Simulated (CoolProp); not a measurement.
Saturation properties of trans-2-butene.

Model: reference Helmholtz-energy equation of state, Lemmon 2005, in CoolProp. It is a short technical equation, of lower accuracy than the large ones.

```tsv
T (K)	p (bar)	liquid density (kg/m³)	enthalpy of vaporisation (kJ/kg)	liquid cp (kJ/(kg K))	vapour Z
310.4	3.389	583.6	368.1	2.394	0.9050
319.5	4.372	572.0	357.5	2.446	0.8873
328.6	5.556	559.9	346.3	2.503	0.8676
337.6	6.946	547.5	334.4	2.567	0.8460
346.7	8.601	534.2	321.6	2.638	0.8218
355.8	10.53	520.2	307.6	2.721	0.7950
364.9	12.76	505.3	292.4	2.818	0.7653
374	15.33	489.2	275.5	2.936	0.7322
```

It boils at 274.0 K under 1 atm.
